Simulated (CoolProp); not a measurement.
Ethanol at 361.07 K and 0.114 MPa flows at 0.053 m/s in a round tube of 50 mm bore and 15 µm roughness, fully developed (64/Re and Nu = 3.66 if laminar; Colebrook and Gnielinski if turbulent). Each further row changes one setting.

Computed with CoolProp (reference Helmholtz-energy equation of state, Schroeder 2014).

```tsv
case	Reynolds number	Darcy friction factor	pressure drop (Pa/m)	heat-transfer coefficient (W/(m² K))	mass flow (kg/h)
as stated	449	0.143	0.00724	1.59	0.677
velocity 0.106 m/s	897	0.0713	0.0145	1.59	1.35
diameter 100 mm	897	0.0713	0.00181	0.796	2.71
```

Viscosity comes from a separate model (Kiselev 2005). Thermal conductivity comes from a separate model (Assael 2013).
